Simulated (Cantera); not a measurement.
Cantera run, input and output.

```python
import numpy as np
import cantera as ct

gas = ct.Solution("gri30.yaml")
gas.TPX = 1125, 15000, {'H2': 4.2, 'O2': 1, 'N2': 1.9}
reactor = ct.IdealGasConstPressureReactor(gas, energy="off", clone=False)
net = ct.ReactorNet([reactor])
net.rtol, net.atol = 1e-08, 1e-18
show = ['H2', 'O2', 'N2O', 'H2O', 'NO', 'HO2', 'NO2']
times = np.geomspace(1e-06, 200, 13)

steps = ct.SolutionArray(gas, extra=["t"])
rows = []
print(f"{'t/s':>10s}{'T/K':>9s}{'P/Pa':>11s}" + "".join(f"{s:>11s}" for s in show))
for t in times:
    while net.time < t:
        t_next = net.step()
        steps.append(gas.state, t=t_next)
    rows.append([np.interp(t, steps.t, y) for y in (steps.T, steps.P, *steps(*show).X.T)])
    print(f"{t:10.3e}{rows[-1][0]:9.1f}{rows[-1][1]:11.4g}" + "".join(f"{x:11.3e}" for x in rows[-1][2:]))
rate = np.gradient(steps.T, steps.t)
print("integrator steps:", len(steps.t))
if steps.T.max() > steps.T[0] + 200:
    print(f"time of steepest temperature rise: {steps.t[rate.argmax()]:.4e} s")
gas.TPX = 1125, 15000, {'H2': 4.2, 'O2': 1, 'N2': 1.9}
gas.equilibrate("TP")
print(f"equilibrium (TP): T = {gas.T:.1f} K  " + "  ".join(f"{s} {gas[s].X[0]:.3e}" for s in show))
```

Result:

```
       t/s      T/K       P/Pa         H2         O2        N2O        H2O         NO        HO2        NO2
 1.000e-06   1125.0    1.5e+04  5.915e-01  1.408e-01  8.240e-20  1.095e-12  7.643e-26  1.895e-10  1.710e-35
 4.918e-06   1125.0    1.5e+04  5.915e-01  1.408e-01  8.241e-19  6.741e-11  7.516e-24  9.350e-10  3.247e-32
 2.418e-05   1125.0    1.5e+04  5.915e-01  1.408e-01  2.051e-17  3.241e-09  6.368e-22  4.710e-09  6.362e-29
 1.189e-04   1125.0    1.5e+04  5.915e-01  1.408e-01  3.135e-15  7.659e-07  1.547e-18  5.363e-08  3.160e-24
 5.848e-04   1125.0    1.5e+04  2.600e-01  7.935e-04  3.332e-10  2.993e-01  7.074e-07  2.732e-07  7.023e-13
 2.876e-03   1125.0    1.5e+04  3.472e-01  2.973e-06  1.681e-11  3.245e-01  8.834e-07  1.146e-09  6.090e-14
 1.414e-02   1125.0    1.5e+04  3.582e-01  9.391e-08  5.968e-12  3.273e-01  8.823e-07  4.572e-11  1.078e-14
 6.955e-02   1125.0    1.5e+04  3.602e-01  3.983e-09  4.121e-11  3.277e-01  8.149e-07  3.459e-12  2.080e-15
 3.420e-01   1125.0    1.5e+04  3.606e-01  2.034e-10  6.828e-11  3.278e-01  5.169e-07  3.358e-13  3.311e-16
 1.682e+00   1125.0    1.5e+04  3.606e-01  1.048e-11  1.409e-11  3.279e-01  1.619e-07  2.278e-14  3.764e-17
 8.270e+00   1125.0    1.5e+04  3.607e-01  4.541e-13  6.840e-13  3.279e-01  3.117e-08  9.662e-16  4.580e-18
 4.067e+01   1125.0    1.5e+04  3.607e-01  1.654e-14  1.832e-14  3.279e-01  5.058e-09  2.485e-17 -2.252e-18
 2.000e+02   1125.0    1.5e+04  3.607e-01  5.860e-16  3.631e-16  3.279e-01  7.394e-10  3.734e-19  8.919e-20
integrator steps: 3027
equilibrium (TP): T = 1125.0 K  H2 3.606e-01  O2 3.244e-17  N2O 1.497e-17  H2O 3.279e-01  NO 8.341e-13  HO2 8.602e-21  NO2 9.940e-23
```

Model: GRI-Mech 3.0 (53 species, 325 reactions), integrated in Cantera. The temperature is held fixed by assumption; the heat of reaction is taken as removed at once.
